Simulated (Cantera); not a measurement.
A freely propagating, adiabatic, planar premixed flame of CH4 : O2 : N2 : CO2 = 1 : 2 : 5.6 : 0.38 (molar parts), equivalence ratio 1.0, unburnt at 350 K and 0.290 bar; mixture-averaged transport, grid criteria slope 0.08 and curve 0.16, no radiation.

Detailed kinetics in Cantera: GRI-Mech 3.0 (53 species, 325 reactions). Burning velocities carry a grid error of a few per cent, more on coarse grids.

**Question.** Predict: laminar burning velocity; thermal thickness; peak x(OH); peak x(H2O2); peak x(CO).

**Answer.** 
| Item | Value |
|---|---|
| laminar burning velocity | 81.6 cm/s |
| thermal thickness | 0.981 mm |
| peak x(OH) | 0.0122 |
| peak x(H2O2) | 1.19e-5 |
| peak x(CO) | 0.0680 |
